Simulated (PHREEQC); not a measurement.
Consider water at 25 °C with 0.0073 mol MgCl2 and 0.11 mol Na2SO4 per kg of water. Closed to the air; pH follows from the charge balance.

Computed with PHREEQC (ion-association model, phreeqc.dat).

Each row changes one thing in this solution. No solid was allowed to form.

```tsv
case	ionic strength (mol/kgw)	Mg+2 (mol/kgw)	MgOH+ (mol/kgw)
as made	0.291	0.00294	6.57e-8
Na2SO4 left out	0.0219	0.00730	[?]
MgCl2 from 0.0073 to 0.0365 mol/kgw	0.324	0.0167	2.39e-7
diluted 100-fold with water	[?]	[?]	1.95e-9
MgCl2 from 0.0073 to 0.0146 mol/kgw	[?]	0.00607	[?]
```

Q: Some entries are withheld; supply them.

A: 
- Na2SO4 left out, MgOH+ (mol/kgw): 1.09e-7
- diluted 100-fold with water, ionic strength (mol/kgw): 0.00346
- diluted 100-fold with water, Mg+2 (mol/kgw): 6.33e-5
- MgCl2 from 0.0073 to 0.0146 mol/kgw, ionic strength (mol/kgw): 0.298
- MgCl2 from 0.0073 to 0.0146 mol/kgw, MgOH+ (mol/kgw): 1.19e-7
